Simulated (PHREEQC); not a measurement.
Make-up at 50 °C: 0.054 mol HF, 0.00051 mol NH4HF2, 2.7e-05 mol H4SiO4 and 0.00015 mol H2SO4 per kg of water. Closed to the air; pH follows from the charge balance.

Computed with PHREEQC (ion-association model, wateq4f.dat).

This is a speciation only: nothing precipitates in the calculation.

Problem. Order these S species by the share of S that they hold, largest first: NH4SO4-, HSO4-, SO4-2.

Solution. SO4-2 (61 %), HSO4- (39 %), NH4SO4- (0.29 %)

The pH is 2.33 and the ionic strength 0.00563 mol/kgw. Complexes and solids missing from the database can't appear. wateq4f.dat counts part of the HF as a dimer, H2F2, which phreeqc.dat doesn't know; its constant is uncertain. Away from 25 °C the constants follow the database's enthalpies or fits; those with neither stay at their 25 °C values. SiF6-2 is the database's only silicon fluoride.
